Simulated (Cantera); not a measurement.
A Cantera script and what it prints.

```python
import numpy as np
import cantera as ct

gas_names = """
    O2
""".split()
cond_names = """
    Ca(a) Ca(b) Ca(L) CaO(s) CaO(L) V(cr) V(L) V2O5(s) V2O5(L) Ba(cr) Ba(L) BaO(s) BaO(L) V2O3(s)
    V2O3(L)
""".split()


def load(file, names, dense=False):
    # The tables refer to 1 bar. Condensed volumes are neglected.
    table = {s.name: s for s in ct.Species.list_from_file(file)}
    out = []
    for n in names:
        d = dict(table[n].input_data)
        d["thermo"] = dict(d["thermo"], **{"reference-pressure": 1e5})
        if dense:
            d["equation-of-state"] = {"model": "constant-volume", "density": "1e6 g/cm^3"}
        out.append(ct.Species.from_dict(d))
    return out


species = {s.name: s for s in load("nasa_gas.yaml", gas_names) + load("nasa_condensed.yaml", cond_names)}
# Each term lists the table entries of one substance; the one whose range holds T is used.
reactions = {
    '2 Ca + O2(g) = 2 CaO':
        [(-2, ['Ca(a)', 'Ca(b)', 'Ca(L)']), (-1, ['O2']), (2, ['CaO(s)', 'CaO(L)'])],
    '0.8 V + O2(g) = 0.4 V2O5':
        [(-0.8, ['V(cr)', 'V(L)']), (-1, ['O2']), (0.4, ['V2O5(s)', 'V2O5(L)'])],
    '2 Ba + O2(g) = 2 BaO':
        [(-2, ['Ba(cr)', 'Ba(L)']), (-1, ['O2']), (2, ['BaO(s)', 'BaO(L)'])],
    '1.333 V + O2(g) = 0.6667 V2O3':
        [(-1.3333333333333333, ['V(cr)', 'V(L)']), (-1, ['O2']), (0.6666666666666666, ['V2O3(s)', 'V2O3(L)'])],
}


def pick(names, T):
    return next(species[n] for n in names if species[n].thermo.min_temp <= T <= species[n].thermo.max_temp)


results = []
for label, terms in reactions.items():
    print(label)
    print("     T/K   dH/kJ  dS/(J/K)   dG/kJ   log10 K")
    for T in [673, 773, 873, 973, 1073, 1173, 1273, 1373, 1473, 1573]:
        used = [(nu, pick(names, T)) for nu, names in terms]
        dH = sum(nu * s.thermo.h(T) for nu, s in used) / 1e6
        dS = sum(nu * s.thermo.s(T) for nu, s in used) / 1e3
        dG = dH - T * dS / 1e3
        logK = -dG * 1e6 / (ct.gas_constant * T * np.log(10))
        results.append((label, T, dH, dS, dG, logK, [s.name for _, s in used]))
        print(f"{T:8g} {dH:8.1f} {dS:8.1f} {dG:8.1f} {logK:8.2f}")
```

Output:

```
2 Ca + O2(g) = 2 CaO
     T/K   dH/kJ  dS/(J/K)   dG/kJ   log10 K
     673  -1267.2   -207.3  -1127.6    87.52
     773  -1268.2   -208.8  -1106.8    74.79
     873  -1267.1   -207.5  -1086.0    64.98
     973  -1266.2   -206.5  -1065.3    57.19
    1073  -1265.5   -205.8  -1044.7    50.86
    1173  -1282.6   -221.1  -1023.2    45.56
    1273  -1282.7   -221.2  -1001.1    41.08
    1373  -1282.9   -221.3   -979.0    37.24
    1473  -1282.9   -221.4   -956.8    33.93
    1573  -1282.9   -221.3   -934.7    31.04
0.8 V + O2(g) = 0.4 V2O5
     T/K   dH/kJ  dS/(J/K)   dG/kJ   log10 K
     673   -616.2   -168.0   -503.2    39.05
     773   -614.8   -166.0   -486.5    32.87
     873   -613.4   -164.3   -470.0    28.12
     973   -586.1   -135.3   -454.5    24.40
    1073   -584.4   -133.6   -441.0    21.47
    1173   -582.8   -132.2   -427.7    19.05
    1273   -581.2   -130.9   -414.6    17.01
    1373   -579.8   -129.9   -401.5    15.28
    1473   -578.6   -129.0   -388.6    13.78
    1573   -577.4   -128.2   -375.7    12.48
2 Ba + O2(g) = 2 BaO
     T/K   dH/kJ  dS/(J/K)   dG/kJ   log10 K
     673  -1092.9   -178.3   -972.9    75.51
     773  -1092.3   -177.5   -955.1    64.54
     873  -1092.0   -177.1   -937.4    56.09
     973  -1091.9   -177.0   -919.7    49.37
    1073  -1107.6   -192.7   -900.8    43.85
    1173  -1107.5   -192.6   -881.6    39.26
    1273  -1107.3   -192.4   -862.3    35.38
    1373  -1107.0   -192.2   -843.1    32.07
    1473  -1106.5   -191.9   -823.9    29.22
    1573  -1106.0   -191.5   -804.7    26.72
1.333 V + O2(g) = 0.6667 V2O3
     T/K   dH/kJ  dS/(J/K)   dG/kJ   log10 K
     673   -807.2   -167.2   -694.7    53.92
     773   -805.5   -164.9   -678.1    45.82
     873   -803.9   -162.9   -661.7    39.59
     973   -802.3   -161.1   -645.5    34.65
    1073   -800.5   -159.5   -629.4    30.64
    1173   -798.8   -157.9   -613.6    27.32
    1273   -797.0   -156.4   -597.9    24.53
    1373   -795.2   -155.0   -582.3    22.15
    1473   -793.3   -153.7   -566.8    20.10
    1573   -791.4   -152.5   -551.5    18.31
```

Source: NASA polynomial tables (part measured, part estimated), evaluated in Cantera. Condensed species are held in their standard states even where they would react or evaporate.
